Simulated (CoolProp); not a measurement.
Carbon dioxide at 408.56 K and 0.17 MPa is throttled through a valve to 0.0532 MPa with no heat exchange. Each further row changes one setting.

Values from CoolProp's reference Helmholtz-energy equation of state, Span 1996.

```csv
case,temperature change (K),final density (kg/m³)
as stated,-0.6,0.691
outlet pressure 0.016 MPa,-0.8,0.208
outlet pressure 0.0692 MPa,-0.5,0.899
```
